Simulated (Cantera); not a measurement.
Cantera run:

```python
import numpy as np
import cantera as ct

gas_names = """
    B BF BF2 BF3 BH BHF2 BH2 BH3 BO BOF BOF2 BO2 B2 B2O B2O2 B2O3 B3O3F3 B3O3H3 F FO FO2 F2 F2O H HBO
    HBO2 HF HOF HO2 H2 H2F2 H2O H2O2 H3B3O6 H3F3 H4F4 H5F5 H6F6 H7F7 O OH O2 O3
""".split()
cond_names = """
    B(b) B(L) B2O3(L) B3O3H3(cr) H2O(s) H2O(L)
""".split()


# ... load() reads the species with a 1 bar reference pressure and builds the phases ...
atoms = {
    'BF3': {'B': 1, 'F': 3},
    'O2': {'O': 2},
    'H2': {'H': 2},
}
top_T = {}  # K; cautious upper limits of use, not melting points


# ... equilibrate(T, P, feed) seeds the gas with the atoms and calls Mixture.equilibrate('TP', solver="vcs", rtol=1e-11, max_steps=5000) ...
results = []
T = 1998  # K
P = 4000  # Pa
for m in [0.13, 0.18, 0.24, 0.33, 0.45, 0.61, 0.83, 1.1, 1.5, 2.1, 2.9, 3.9]:
    feed = {'BF3': 1, 'O2': m, 'H2': 11}  # mol
    mix = equilibrate(T, P, feed)
    results.append((T, P, feed, dict(zip(mix.species_names, mix.species_moles))))
    x = sorted(zip(gas.X, gas.species_names), reverse=True)
    print(f"T = {T:g} K  P = {P:g} Pa  n(O2) = {m:g} mol  gas = {mix.phase_moles(0):.4g} mol")
    print("   x: " + "  ".join(f"{s} {v:.3e}" for v, s in x if v > 1e-05))
    print("   condensed (mol): " + ("  ".join(f"{mix.phase(i).name} {mix.phase_moles(i):.4g}"
          for i in range(1, mix.n_phases) if mix.phase_moles(i) > 1e-12) or "none"))
```

It prints:

```
T = 1998 K  P = 4000 Pa  n(O2) = 0.13 mol  gas = 12.52 mol
   x: H2 8.334e-01  HF 7.937e-02  BF3 2.979e-02  BOF 2.021e-02  BF2 1.860e-02  BF 8.020e-03  H 7.322e-03  BHF2 2.694e-03  HBO 4.733e-04  BO 6.046e-05  H2O 1.478e-05
   condensed (mol): none
T = 1998 K  P = 4000 Pa  n(O2) = 0.18 mol  gas = 12.58 mol
   x: H2 8.257e-01  HF 8.746e-02  BOF 2.792e-02  BF3 2.730e-02  BF2 1.539e-02  H 7.288e-03  BF 5.996e-03  BHF2 2.220e-03  HBO 5.880e-04  BO 7.545e-05  H2O 2.706e-05
   condensed (mol): none
T = 1998 K  P = 4000 Pa  n(O2) = 0.24 mol  gas = 12.65 mol
   x: H2 8.155e-01  HF 9.816e-02  BOF 3.709e-02  BF3 2.362e-02  BF2 1.179e-02  H 7.243e-03  BF 4.067e-03  BHF2 1.689e-03  HBO 6.873e-04  BO 8.875e-05  H2O 5.236e-05
   condensed (mol): none
T = 1998 K  P = 4000 Pa  n(O2) = 0.33 mol  gas = 12.77 mol
   x: H2 7.985e-01  HF 1.160e-01  BOF 5.059e-02  BF3 1.676e-02  H 7.167e-03  BF2 7.006e-03  BF 2.024e-03  BHF2 9.936e-04  HBO 7.770e-04  H2O 1.404e-04  BO 1.014e-04  HBO2 2.477e-05
   condensed (mol): none
T = 1998 K  P = 4000 Pa  n(O2) = 0.45 mol  gas = 12.95 mol
   x: H2 7.736e-01  HF 1.414e-01  BOF 6.744e-02  H 7.055e-03  BF3 5.920e-03  BF2 1.998e-03  HBO 8.231e-04  H2O 7.878e-04  BF 4.662e-04  BHF2 2.789e-04  HBO2 1.519e-04  BO 1.091e-04
   condensed (mol): none
T = 1998 K  P = 4000 Pa  n(O2) = 0.61 mol  gas = 13.04 mol
   x: H2 7.456e-01  HF 1.561e-01  BOF 7.237e-02  H2O 1.464e-02  H 6.926e-03  HBO2 2.744e-03  HBO 7.709e-04  BF3 4.169e-04  BF2 1.251e-04  BO 1.041e-04  B2O3 5.354e-05  BF 2.594e-05  BHF2 1.714e-05  OH 1.353e-05
   condensed (mol): none
T = 1998 K  P = 4000 Pa  n(O2) = 0.83 mol  gas = 13.04 mol
   x: H2 7.120e-01  HF 1.614e-01  BOF 6.807e-02  H2O 4.324e-02  HBO2 7.373e-03  H 6.768e-03  HBO 6.697e-04  BF3 1.419e-04  B2O3 1.309e-04  BO 9.254e-05  OH 4.090e-05  BF2 4.024e-05
   condensed (mol): none
T = 1998 K  P = 4000 Pa  n(O2) = 1.1 mol  gas = 13.04 mol
   x: H2 6.708e-01  HF 1.665e-01  H2O 7.959e-02  BOF 6.328e-02  HBO2 1.223e-02  H 6.569e-03  HBO 5.688e-04  B2O3 1.957e-04  BO 8.098e-05  OH 7.755e-05  BF3 7.621e-05  BF2 2.035e-05  BO2 1.439e-05
   condensed (mol): none
T = 1998 K  P = 4000 Pa  n(O2) = 1.5 mol  gas = 13.04 mol
   x: H2 6.099e-01  HF 1.725e-01  H2O 1.348e-01  BOF 5.741e-02  HBO2 1.815e-02  H 6.264e-03  HBO 4.529e-04  B2O3 2.544e-04  OH 1.378e-04  BO 6.762e-05  BF3 4.381e-05  BO2 2.240e-05  BF2 1.076e-05
   condensed (mol): none
T = 1998 K  P = 4000 Pa  n(O2) = 2.1 mol  gas = 13.04 mol
   x: H2 5.184e-01  H2O 2.198e-01  HF 1.794e-01  BOF 5.059e-02  HBO2 2.506e-02  H 5.775e-03  HBO 3.261e-04  B2O3 2.975e-04  OH 2.436e-04  BO 5.281e-05  BO2 3.355e-05  BF3 2.562e-05
   condensed (mol): none
T = 1998 K  P = 4000 Pa  n(O2) = 2.9 mol  gas = 13.04 mol
   x: H2 3.964e-01  H2O 3.355e-01  HF 1.862e-01  BOF 4.383e-02  HBO2 3.193e-02  H 5.050e-03  OH 4.253e-04  B2O3 3.163e-04  HBO 2.081e-04  BO2 4.888e-05  BO 3.854e-05  BF3 1.568e-05
   condensed (mol): none
T = 1998 K  P = 4000 Pa  n(O2) = 3.9 mol  gas = 13.03 mol
   x: H2O 4.824e-01  H2 2.439e-01  HF 1.925e-01  HBO2 3.820e-02  BOF 3.769e-02  H 3.961e-03  OH 7.796e-04  B2O3 3.149e-04  HBO 1.065e-04  BO2 7.454e-05  BO 2.515e-05  BF3 1.001e-05
   condensed (mol): none
```

Equilibrium computed with Cantera from the NASA thermochemical tables; the gas is ideal and each condensed phase is pure. The tables' values for BF2 are old estimates; treat these amounts as uncertain.
